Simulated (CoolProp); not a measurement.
A simple Rankine cycle with R227EA: condensing at 298.15 K, boiler at 2.43 MPa, turbine inlet 370.8 K, turbine efficiency 0.7, pump efficiency 0.8, no recuperator. Each further row changes one setting.

Model: reference Helmholtz-energy equation of state, Lemmon 2016, in CoolProp.

| case | thermal efficiency (%) | net work (kJ/kg) | heat in (kJ/kg) | turbine exit temperature (K) | volume ratio over the turbine |
|---|---|---|---|---|---|
| as stated | 8.9 | 13.2 | 149 | 324.7 | 7.43 |
| turbine inlet 390.8 K | 8.9 | 15.7 | 175 | 351.7 | 6.41 |
| condensing temperature 290.15 K | 9.9 | 15.6 | 158 | 320.4 | 9.64 |
| boiler pressure 1.7 MPa | 7.6 | 12.3 | 163 | 341.7 | 4.24 |
| turbine efficiency 0.6 | 7.4 | 11.1 | 149 | 327.1 | 7.51 |
